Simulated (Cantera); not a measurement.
Charge: 1 mol CCl₄, 0.3 mol F₂, equilibrated at 29.0 Pa.

Cantera equilibrium calculation (NASA polynomials, part measured and part estimated; ideal gas, pure solids and liquids). Candidate condensed phases: C; 27 gas species. Gases not in the tables: C₂F₆ and larger saturated fluorocarbons. The numbers say what is thermodynamically allowed, not how fast it happens.

What share of the C ends up in condensed phases as a function of T (K), at 1375, 1475, 1575, 1675, 1775, 1875, 1975?


```tsv
T (K)	C condensed (%)	as
1375	84.9	C(graphite)
1475	84.9	C(graphite)
1575	84.8	C(graphite)
1675	84.6	C(graphite)
1775	84.2	C(graphite)
1875	85.0	C(graphite)
1975	89.0	C(graphite)
```
